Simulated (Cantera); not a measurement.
Feed: 1 mol MgSO4, 1.5 mol C, 0.11 mol H2, equilibrated at 948 K and 1.33 mbar.

Equilibrium computed with Cantera from the NASA thermochemical tables; the gas is ideal and each condensed phase is pure. Candidate condensed phases: C, C6H6, C7H8, C8H18, H2O, H2SO4, Mg, MgCO3, MgO, Mg(OH)2, MgS, MgSO4, S; 130 gas species. Gases not in the tables: S3 to S7. The numbers say what is thermodynamically allowed, not how fast it happens.

Base state: CO2 0.673, S2 0.226, CO 0.0383, H2O 0.0341, H2S 0.0150, COS 0.00518, SO2 0.00459, H2 0.00351 (mole fractions); condensed: MgO(s).

Problem. What changes in the equilibrium state with this change: temperature from 948 K to 1573 K?

Solution. 
```
species       before     after
-----------  -------  --------
CO            0.0383     0.371
CO2            0.673     0.276
SO2          0.00459     0.161
SO           7.23e-6    0.0168
H2S           0.0150  0.000493
H2           0.00351    0.0147
S2             0.226     0.125
H2O           0.0341    0.0317
H              <1e-9  0.000135
S            2.17e-8  0.000883
OH             <1e-9   1.05e-5
MgO(s), mol     1.00     1.000
```

Problem. What changes in the equilibrium state with this change: pressure from 1.33 mbar to 26.0 mbar?

Solution. 
```csv
species,before,after
CO2,0.673,0.690
S2,0.226,0.220
H2S,0.0150,0.0260
CO,0.0383,0.0209
COS,0.00518,0.0123
H2O,0.0341,0.0256
CS2,9.53e-6,5.24e-5
H2,0.00351,0.00140
S2O,0.000254,0.000463
SH,1.41e-5,8.79e-6
"MgO(s), mol",1.00,1.00
```
